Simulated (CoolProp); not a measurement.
Vapour-liquid equilibrium of CH2F2 (R32) (1) + isobutane (2) at 298.3 K; x and y are mole fractions of (1).

Values from CoolProp's multi-fluid Helmholtz-energy mixture model, Tillner-Roth 1997 and Bücker 2006; pair parameters Bell 2016.

```csv
x,bubble pressure (MPa),y at the bubble point,dew pressure at overall composition x (MPa),liquid density (mol/L)
0.05,0.6147,0.413,0.3718,9.663
0.15,1.022,0.644,0.4181,10.07
0.25,1.290,0.721,0.4768,10.50
0.35,1.454,0.758,0.5535,10.98
0.45,1.553,0.780,0.6577,11.53
0.55,1.617,0.796,0.8074,12.19
0.65,1.666,0.813,1.039,13.01
0.75,1.709,0.835,1.415,14.08
0.85,1.741,0.870,1.727,15.48
0.95,1.735,0.939,1.730,17.33
```

y crosses x between x = 0.85 and 0.95: the model has an azeotrope there.

Pair parameters are fitted to limited data, so mixtures are less certain than the pure fluids. With so large a gap from Raoult's law the liquid may split in two, which this calculation doesn't test in full.
